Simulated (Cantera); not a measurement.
Input: 1 mol BF3, 0.066 mol O2, 0.66 mol N2, equilibrated at 56.0 Pa.

Cantera equilibrium calculation (NASA polynomials, part measured and part estimated; ideal gas, pure solids and liquids). Candidate condensed phases: B, BN, B2O3; 31 gas species. The tables' values for BF2 are old estimates; treat these amounts as uncertain. The numbers say what is thermodynamically allowed, not how fast it happens. All values below are at 1727 °C.

Base state: BF3 0.524, N2 0.364, F 0.0584, BOF 0.0291, O2 0.0192, O 0.00391, NO 0.00157, BF2 0.000118 (mole fractions); condensed: gas only.

Question: What changes in the equilibrium state with this change: O2 from 0.066 to 5.8 mol?

Answer: 
```json
[
 {"species": "O2", "before": "0.0192", "after": "0.704"},
 {"species": "BF3", "before": "0.524", "after": "0.0961"},
 {"species": "N2", "before": "0.364", "after": "0.0812"},
 {"species": "O", "before": "0.00391", "after": "0.0237"},
 {"species": "BOF", "before": "0.0291", "after": "0.0302"},
 {"species": "F", "before": "0.0584", "after": "0.0605"},
 {"species": "BF2", "before": "0.000118", "after": "2.09e-5"},
 {"species": "NO", "before": "0.00157", "after": "0.00450"},
 {"species": "BOF2", "before": "6.92e-5", "after": "7.43e-5"}
]
```
